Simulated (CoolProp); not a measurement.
Nitrous oxide along the isobar 8.08 MPa: fugacity coefficient from the reference equation and from simpler models built on Tc = 309.5 K, pc = 7.245 MPa, ω = 0.161; each cubic takes its own stable root.

Values from CoolProp's reference Helmholtz-energy equation of state, Lemmon 2006. It is a short technical equation, of lower accuracy than the large ones.

```
T (K)          phase  reference
-----  -------------  ---------
288.2         liquid     0.4424
298.7         liquid     0.5223
309.2         liquid     0.6022
319.7  supercritical     0.6641
330.1  supercritical     0.7019
340.6  supercritical     0.7328
351.1  supercritical     0.7592
361.6  supercritical     0.7821
372.1  supercritical     0.8024
382.5  supercritical     0.8203
393    supercritical     0.8364
403.5  supercritical     0.8510
414    supercritical     0.8641
424.5  supercritical     0.8760
434.9  supercritical     0.8867
```

### Question
How far does each simpler model (van der Waals, Redlich-Kwong, Soave-Redlich-Kwong, Peng-Robinson) lie from the reference over these 15 states: mean and median of the absolute difference, and the worst?

### Answer
- van der Waals: mean 4.0 %, median 2.0 %, worst +21.3 % at 288.2 K and 8.08 MPa
- Redlich-Kwong: mean 1.5 %, median 1.2 %, worst +6.3 % at 288.2 K and 8.08 MPa
- Soave-Redlich-Kwong: mean 1.2 %, median 1.0 %, worst +2.7 % at 288.2 K and 8.08 MPa
- Peng-Robinson: mean 2.1 %, median 2.1 %, worst -2.7 % at 330.1 K and 8.08 MPa
